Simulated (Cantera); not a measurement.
A perfectly stirred reactor is fed with H2 : O2 = 0.17 : 1 (molar parts), at 0.0132 atm; it is held at 1148 K, and followed from long to short residence time.

Detailed kinetics in Cantera: GRI-Mech 3.0 (53 species, 325 reactions). Radical loss at walls, strong at low pressure, is not modelled. The temperature is held fixed by assumption; the heat of reaction is taken as removed at once.

Question: What does this change do: temperature 1148 to 1100 K?

Answer: 
```
quantity                  before    after
----------------------  --------  -------
x(H2) at τ = 0.430 s    0.000886  0.00101
x(O2) at τ = 0.430 s       0.838    0.839
x(OH) at τ = 0.430 s     0.00202  0.00159
x(H2O2) at τ = 0.430 s   2.82e-7  3.10e-7
x(H2O) at τ = 0.430 s      0.154    0.154
x(H2) at τ = 6.70 ms     0.00951   0.0112
x(O2) at τ = 6.70 ms       0.796    0.803
x(OH) at τ = 6.70 ms     0.00677  0.00580
x(H2O2) at τ = 6.70 ms   3.29e-7  3.57e-7
x(H2O) at τ = 6.70 ms      0.123    0.122
```

Question: What does this change do: H2 0.17 to 0.047 parts?

Answer: 
```tsv
quantity	before	after
x(H2) at τ = 0.430 s	0.000886	0.000300
x(O2) at τ = 0.430 s	0.838	0.949
x(OH) at τ = 0.430 s	0.00202	0.00111
x(H2O2) at τ = 0.430 s	2.82e-7	8.38e-8
x(H2O) at τ = 0.430 s	0.154	0.0447
x(H2) at τ = 6.70 ms	0.00951	0.00366
x(O2) at τ = 6.70 ms	0.796	0.929
x(OH) at τ = 6.70 ms	0.00677	0.00348
x(H2O2) at τ = 6.70 ms	3.29e-7	1.56e-7
x(H2O) at τ = 6.70 ms	0.123	0.0363
```
